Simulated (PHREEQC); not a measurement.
**Acid rinse or clean (model solution)**

Dissolve 0.0026 mol HBr, 0.00093 mol CaCl2 and 0.00042 mol Ca(HCO3)2 per kg of water at 62 °C. Closed to the air; pH follows from the charge balance.

Model: ion-association model, wateq4f.dat, run in PHREEQC.

```yaml
pH: 2.79
ionic_strength: 0.00581 mol/kgw
total_alkalinity: -1.76 meq/kg
```

```
species  molality  activity   log γ
-------  --------  --------  ------
Br-       0.00260   0.00238  -0.038
Cl-       0.00186   0.00170  -0.038
H+        0.00176   0.00163  -0.034
Ca+2      0.00135  0.000962  -0.147
CO2      0.000840  0.000841   0.001
HCO3-     2.86e-7   2.63e-7  -0.037
CaHCO3+   4.70e-9   4.33e-9  -0.036
```

This is a speciation only: nothing precipitates in the calculation. Species that the database lacks are ignored. Constants without temperature data keep their 25 °C values here.
